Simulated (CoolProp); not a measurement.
Vapour-liquid equilibrium of CHF3 (R23) (1) + sulfur hexafluoride (2) at 257 K; x and y are mole fractions of (1).

Values from CoolProp's multi-fluid Helmholtz-energy mixture model, Penoncello 2003 and Guder 2009; pair parameters Bell 2016.

```csv
x,"bubble pressure, mixture model (kPa)","bubble pressure, Raoult's law (kPa)","y, mixture model","y, Raoult's law"
0.05,926.1,818.6,0.170,0.096
0.2,1223,937.4,0.412,0.335
0.35,1395,1056,0.530,0.521
0.5,1506,1175,0.619,0.668
0.65,1578,1294,0.705,0.789
0.8,1612,1413,0.807,0.890
0.95,1594,1531,0.942,0.975
```

The largest gap from Raoult's law is +32.1 % in bubble pressure, at x = 0.35. y crosses x between x = 0.8 and 0.95: the model has an azeotrope there.

The pair parameters rest on a limited set of measurements; away from them the model extrapolates.
